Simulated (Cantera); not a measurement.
Input (Python, Cantera) and output of one run.

```python
import numpy as np
import cantera as ct

gas_names = """
    H HNO HNO2 HNO3 HO2 H2 H2O H2O2 N NH NH2 NH3 NH2OH NO NO2 NO3 N2 N2H2 N2H4 N2O O OH O2 O3 Si SiH
    SiH2 SiH3 SiH4 SiN SiO SiO2 Si2 Si2N Si3
""".split()
cond_names = """
    H2O(s) H2O(L) Si(cr) Si(L) SiO2(Lqz) SiO2(hqz) SiO2(L) Si2N2O(s) Si3N4(a)
""".split()


# ... load() reads the species with a 1 bar reference pressure and builds the phases ...
atoms = {
    'Si3N4': {'Si': 3, 'N': 4},
    'O2': {'O': 2},
    'H2': {'H': 2},
    'H2O': {'H': 2, 'O': 1},
}
top_T = {'Si2N2O(s)': 2100, 'Si3N4(a)': 2400}  # K; cautious upper limits of use, not melting points


# ... equilibrate(T, P, feed) seeds the gas with the atoms and calls Mixture.equilibrate('TP', solver="vcs", rtol=1e-11, max_steps=5000) ...
results = []
feed = {'Si3N4': 1, 'O2': 0.0021, 'H2': 12, 'H2O': 0.0014}  # mol
P = 101325  # Pa
for T in [1573, 1648, 1723, 1798, 1873, 1948, 2023, 2098, 2173]:
    mix = equilibrate(T, P, feed)
    results.append((T, P, feed, dict(zip(mix.species_names, mix.species_moles))))

top = {s: max(r[3][s] / sum(r[3][g] for g in gas_names) for r in results) for s in gas_names}
cols = sorted((s for s in top if top[s] > 0.0001), key=lambda s: -top[s])[:6]
seen = [c for c in cond_names if any(r[3].get(c, 0) > 1e-12 for r in results)]
print("log10 of partial pressures in bar; condensed amounts in mol")
print(f"{'T/K':>10s}" + "".join(f"{s[:9]:>10s}" for s in cols + seen))
for T, P, feed, n in results:
    ng = sum(n[g] for g in gas_names)
    print(f"{T:10.4g}" + "".join(f"{np.log10(max(n[s] / ng * P / 1e5, 1e-99)):10.3f}" for s in cols)
          + "".join(f"{n.get(c, 0):10.4g}" for c in seen))
```

Result:

```
log10 of partial pressures in bar; condensed amounts in mol
       T/K        H2        N2         H       SiO        Si      SiH2    Si(cr)     Si(L) Si2N2O(s)  Si3N4(a)
      1573     0.006    -3.730    -4.388    -5.329    -7.260    -5.430 0.0004279         0  0.005544    0.9961
      1648     0.005    -3.176    -4.048    -4.644    -6.589    -5.066  0.008818         0   0.00533    0.9934
      1723     0.005    -2.626    -3.737    -4.036    -6.007    -4.766         0   0.03856  0.004505    0.9837
      1798     0.002    -2.069    -3.452    -3.498    -5.511    -4.528         0    0.1476  0.001797    0.9482
      1873    -0.007    -1.559    -3.194    -3.338    -5.055    -4.316         0    0.4985         0    0.8317
      1948    -0.031    -1.089    -2.963    -3.363    -4.634    -4.137         0      1.57         0    0.4743
      2023    -0.062    -0.840    -2.753    -3.393    -4.245    -3.980         0     2.991         0         0
      2098    -0.063    -0.840    -2.543    -3.393    -3.884    -3.806         0     2.989         0         0
      2173    -0.064    -0.841    -2.348    -3.394    -3.548    -3.645         0     2.985         0         0
```

Method: chemical equilibrium by Gibbs-energy minimisation in Cantera with the NASA 1993 tables (ideal gas, pure condensed phases). Mutual solubility and eutectic melting of coexisting phases are not modelled. The tables' values for SiN are old estimates; treat these amounts as uncertain. Gases not in the tables: Si2H6 and higher silanes.
